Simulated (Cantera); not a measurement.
# toluene + H2 (carbon deposition, reforming and gasification)

Input: 1 mol toluene, 88 mol H2, at 160 Pa.

Method: chemical equilibrium by Gibbs-energy minimisation in Cantera with the NASA 1993 tables (ideal gas, pure condensed phases). Candidate condensed phases: C, C6H6, C7H8, C8H18; 76 gas species. Equilibrium is a limit: real reactors are often held back by kinetics, nucleation or transport.

From 1600 K to 2200 K the condensed part is C(graphite). The main C-bearing gas is C2H2 (acetylene) throughout. The share of C in condensed phases is highest at 1600 K (99.9 %) and lowest at 2200 K (93.7 %).

| T (K) | log p H2 | log p H | log p C2H2 (acetylene) | log p C2H | log p CH4 | n C(graphite) |
|---|---|---|---|---|---|---|
| 1600 | -2.80 | -5.66 | -7.36 | -12.70 | -8.38 | 6.99 |
| 1675 | -2.80 | -5.33 | -7.03 | -11.88 | -8.51 | 6.99 |
| 1750 | -2.80 | -5.03 | -6.74 | -11.12 | -8.64 | 6.98 |
| 1825 | -2.80 | -4.76 | -6.47 | -10.44 | -8.75 | 6.96 |
| 1900 | -2.80 | -4.50 | -6.22 | -9.80 | -8.86 | 6.93 |
| 1975 | -2.81 | -4.27 | -6.00 | -9.22 | -8.96 | 6.88 |
| 2050 | -2.82 | -4.05 | -5.79 | -8.68 | -9.07 | 6.81 |
| 2125 | -2.84 | -3.86 | -5.61 | -8.19 | -9.18 | 6.70 |
| 2200 | -2.86 | -3.68 | -5.45 | -7.73 | -9.30 | 6.56 |
log p: log10 of the partial pressure in bar; n: condensed amount in mol.
